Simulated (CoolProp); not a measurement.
Values from CoolProp's reference Helmholtz-energy equation of state, Thol 2016.

Task: Give the vapour pressure (kPa), enthalpy of vaporisation (kJ/kg), liquid cp (kJ/(kg K)), vapour Z of saturated hexamethyldisiloxane (MM) at 318.4, 465.2 K.

Result: 
```json
[
 {"T (K)": "318.4", "p (kPa)": "14.4", "enthalpy of vaporisation (kJ/kg)": "220", "liquid cp (kJ/(kg K))": "1.95", "vapour Z": "0.984"},
 {"T (K)": "465.2", "p (kPa)": "801", "enthalpy of vaporisation (kJ/kg)": "130", "liquid cp (kJ/(kg K))": "2.50", "vapour Z": "0.721"}
]
```
